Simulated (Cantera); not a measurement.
An adiabatic, constant-pressure homogeneous reactor starts with CH₄ : O₂ : N₂ = 1 : 1.25 : 5.12 (molar parts), at 1200 K and 1.10 bar. Integrator tolerance rtol = 1e-08.

Cantera simulation using GRI-Mech 3.0 (53 species, 325 reactions); the numbers are that mechanism's predictions, not measurements.

Question: What does this change do: pressure from 1.10 bar to 0.230 bar?

Answer: 
```json
[
 {"quantity": "time of steepest temperature rise", "before": "59.2 ms", "after": "0.205 s"},
 {"quantity": "temperature at 0.800 s", "before": "2446 K", "after": "2406 K"},
 {"quantity": "equilibrium temperature", "before": "2446 K", "after": "2406 K"},
 {"quantity": "x(CH₄) at 0.800 s", "before": "1.99e-12 (gas-phase equilibrium 2.26e-12)", "after": "<1e-12 (gas-phase equilibrium <1e-12)"},
 {"quantity": "x(O₂) at 0.800 s", "before": "5.92e-5 (gas-phase equilibrium 5.92e-5)", "after": "0.000183 (gas-phase equilibrium 0.000183)"},
 {"quantity": "x(NO) at 0.800 s", "before": "0.000314 (gas-phase equilibrium 0.000314)", "after": "0.000511 (gas-phase equilibrium 0.000511)"},
 {"quantity": "x(NO₂) at 0.800 s", "before": "5.19e-9 (gas-phase equilibrium 5.19e-9)", "after": "7.12e-9 (gas-phase equilibrium 7.12e-9)"},
 {"quantity": "x(CO₂) at 0.800 s", "before": "0.0276 (gas-phase equilibrium 0.0276)", "after": "0.0278 (gas-phase equilibrium 0.0278)"},
 {"quantity": "x(H₂O₂) at 0.800 s", "before": "7.78e-9 (gas-phase equilibrium 7.78e-9)", "after": "5.60e-9 (gas-phase equilibrium 5.60e-9)"},
 {"quantity": "x(OH) at 0.800 s", "before": "0.00192 (gas-phase equilibrium 0.00192)", "after": "0.00326 (gas-phase equilibrium 0.00326)"}
]
```

Question: What does this change do: constant volume in place of constant pressure?

Answer: 
```tsv
quantity	before	after
time of steepest temperature rise	59.2 ms	55.7 ms
temperature at 0.800 s	2446 K	2721 K
equilibrium temperature	2446 K	2721 K
x(CH₄) at 0.800 s	1.99e-12 (gas-phase equilibrium 2.26e-12)	4.24e-12 (gas-phase equilibrium 4.85e-12)
x(O₂) at 0.800 s	5.92e-5 (gas-phase equilibrium 5.92e-5)	0.000288 (gas-phase equilibrium 0.000288)
x(NO) at 0.800 s	0.000314 (gas-phase equilibrium 0.000314)	0.00109 (gas-phase equilibrium 0.00109)
x(NO₂) at 0.800 s	5.19e-9 (gas-phase equilibrium 5.19e-9)	4.81e-8 (gas-phase equilibrium 4.81e-8)
x(CO₂) at 0.800 s	0.0276 (gas-phase equilibrium 0.0276)	0.0252 (gas-phase equilibrium 0.0252)
x(H₂O₂) at 0.800 s	7.78e-9 (gas-phase equilibrium 7.78e-9)	4.65e-8 (gas-phase equilibrium 4.65e-8)
x(OH) at 0.800 s	0.00192 (gas-phase equilibrium 0.00192)	0.00500 (gas-phase equilibrium 0.00500)
```
